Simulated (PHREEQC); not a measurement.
Make-up at 25 °C: 0.028 mol/kgw KHF2. Closed to the air; pH follows from the charge balance.

Model: ion-association model, phreeqc.dat, run in PHREEQC.

This is a speciation only: nothing precipitates in the calculation.

Question: Estimate the pH, ionic strength.

Answer: pH 3.13; ionic strength 0.0289 mol/kgw.

Question: In which forms is F present?

Answer: F- 47 %, HF 44 %, HF2- 8.9 % of the F.
